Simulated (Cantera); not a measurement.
A Cantera script and its output.

```python
import numpy as np
import cantera as ct

gas = ct.Solution("h2o2.yaml")
gas.TPX = 500, 110000, {'H2': 1, 'O2': 0.208, 'N2': 0.854, 'H2O': 0.062}
flame = ct.FreeFlame(gas, width=0.037)
flame.set_refine_criteria(ratio=3, slope=0.08, curve=0.16)
flame.transport_model = "mixture-averaged"
flame.solve(loglevel=0, auto=True)
z, T = flame.grid, flame.T
thick = (T[-1] - T[0]) / np.gradient(T, z).max()
show = ['H2', 'O2', 'OH', 'H', 'H2O', 'HO2']
print(f"laminar burning velocity  {flame.velocity[0] * 100:.3f} cm/s")
print(f"burnt temperature         {T[-1]:.1f} K")
print(f"thermal thickness         {thick * 1e3:.4f} mm")
print(f"grid points               {len(z)}")
z0 = z[flame.heat_release_rate.argmax()]
print(f"{'z/mm':>9s}{'T/K':>9s}{'u/(m/s)':>9s}" + "".join(f"{s:>11s}" for s in show))
rows = []
for k in (-3, -2, -1.5, -1, -0.5, -0.25, 0, 0.25, 0.5, 1, 2, 4, 8):
    zz = z0 + k * thick
    rows.append([k * thick, np.interp(zz, z, T), np.interp(zz, z, flame.velocity),
                 *(np.interp(zz, z, flame.X[gas.species_index(s)]) for s in show)])
    print(f"{rows[-1][0] * 1e3:9.3f}{rows[-1][1]:9.1f}{rows[-1][2]:9.3f}" + "".join(f"{x:11.3e}" for x in rows[-1][3:]))
```

Output:

```
laminar burning velocity  555.492 cm/s
burnt temperature         1975.1 K
thermal thickness         0.3712 mm
grid points               124
     z/mm      T/K  u/(m/s)         H2         O2         OH          H        H2O        HO2
   -1.114    500.0    5.555  4.708e-01  9.793e-02  3.918e-16  8.680e-16  2.919e-02  1.644e-12
   -0.742    500.0    5.555  4.708e-01  9.793e-02  3.684e-14  9.157e-14  2.919e-02  1.192e-10
   -0.557    500.0    5.555  4.708e-01  9.793e-02  1.114e-12  4.164e-12  2.919e-02  3.458e-09
   -0.371    500.2    5.556  4.707e-01  9.795e-02  1.637e-10  6.063e-09  2.920e-02  4.738e-07
   -0.186    531.6    5.860  4.654e-01  9.809e-02  5.306e-05  1.177e-04  3.063e-02  2.813e-04
   -0.093    764.9    8.230  4.362e-01  9.161e-02  5.193e-04  4.925e-03  5.118e-02  2.171e-04
    0.000   1123.6   11.788  3.687e-01  6.581e-02  1.012e-03  2.785e-02  1.105e-01  8.697e-05
    0.093   1380.8   14.374  2.983e-01  2.533e-02  1.904e-03  5.507e-02  1.892e-01  2.937e-05
    0.186   1501.3   15.579  2.707e-01  6.332e-03  1.997e-03  6.332e-02  2.264e-01  7.009e-06
    0.371   1602.4   16.536  2.678e-01  5.193e-04  2.039e-03  5.732e-02  2.391e-01  5.499e-07
    0.742   1697.3   17.399  2.755e-01  1.072e-04  2.008e-03  4.473e-02  2.417e-01  1.260e-07
    1.485   1785.4   18.181  2.836e-01  5.973e-05  1.757e-03  3.211e-02  2.437e-01  7.447e-08
    2.970   1858.4   18.816  2.904e-01  2.870e-05  1.354e-03  2.133e-02  2.457e-01  3.937e-08
```

Model: the H2/O2 subset of GRI-Mech 3.0, which has no nitrogen chemistry, integrated in Cantera. Burning velocities carry a grid error of a few per cent, more on coarse grids.
